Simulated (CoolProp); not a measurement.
A single-stage vapour-compression cycle with the fluid: evaporating at 312.15 K (dew point), condensing at 370.15 K (bubble point), superheat 10 K, subcooling 5 K, compressor efficiency 0.8, no pressure losses. The same conditions are run with several fluids, on thermodynamics alone (safety and materials aside).

Computed with CoolProp (reference Helmholtz-energy equation of state of each fluid (R141b: Lemmon 2006; R1224YDZ: Akasaka 2023; cyclohexane: Zhou 2014; n-hexane: Thol 2019; cis-2-butene: Lemmon 2005)).

```tsv
fluid	cooling COP	pressure ratio	discharge temperature (K)	refrigerating effect (kJ/kg)	volumetric capacity (kJ/m³)
R141b	3.56	4.92	385.6	163	952
R1224YDZ	(withheld)	4.60	374.0	99.6	1410
cyclohexane	3.63	6.81	377.2	(withheld)	217
n-hexane	3.41	(withheld)	370.1	(withheld)	287
cis-2-butene	3.35	4.07	384.5	262	1960
```

Task: What belongs in the gaps?

Result: 
- R1224YDZ, cooling COP: 3.16
- cyclohexane, refrigerating effect (kJ/kg): 288
- n-hexane, pressure ratio: 6.36
- n-hexane, refrigerating effect (kJ/kg): 244

The compression ends wet for: n-hexane.
